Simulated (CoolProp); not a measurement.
Computed with CoolProp (reference Helmholtz-energy equation of state, Guder 2009).

**Question.** For sulfur hexafluoride, give the phase and the density (kg/m³), cv (kJ/(kg K)), viscosity (µPa s), Prandtl number at 346 K and 1210 kPa.

**Answer.** 
- 346 K and 1210 kPa: gas; density 67.2, cv 0.688, viscosity 17.8, Prandtl number 0.793

Viscosity comes from a separate model (Quiñones-Cisneros 2012). Thermal conductivity comes from a separate model (Assael 2012).
